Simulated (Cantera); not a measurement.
Input: 1 mol Si, 9.4 mol F2, 26 mol N2, held at 0.000840 bar.

Equilibrium computed with Cantera from the NASA thermochemical tables; the gas is ideal and each condensed phase is pure. Candidate condensed phases: Si, Si3N4; 16 gas species. Rates play no part.

x: gas mole fraction; nothing condenses.

| T (°C) | x N2 | x F | x F2 | x SiF4 | x NF3 |
|---|---|---|---|---|---|
| 452 | 0.745 | 0.0344 | 0.183 | 0.0288 | 0.00880 |
| 502 | 0.727 | 0.0784 | 0.165 | 0.0280 | 0.00184 |
| 552 | 0.700 | 0.147 | 0.125 | 0.0269 | 0.000348 |
| 602 | 0.670 | 0.228 | 0.0765 | 0.0258 | 5.50e-5 |
| 652 | 0.645 | (withheld) | (withheld) | 0.0248 | (withheld) |
| 702 | 0.632 | 0.328 | 0.0156 | 0.0243 | 7.92e-7 |
| 752 | 0.626 | 0.344 | (withheld) | 0.0241 | (withheld) |
| 802 | 0.624 | 0.350 | 0.00267 | 0.0240 | 1.27e-8 |
| 852 | 0.623 | 0.352 | 0.00119 | 0.0240 | 1.99e-9 |
| 902 | 0.622 | 0.353 | 0.000564 | 0.0239 | 3.63e-10 |

Problem. What belongs in the gaps?

Solution. 
- 652, x F: 0.293
- 652, x F2: 0.0372
- 652, x NF3: 6.98e-6
- 752, x F2: 0.00635
- 752, x NF3: 9.39e-8
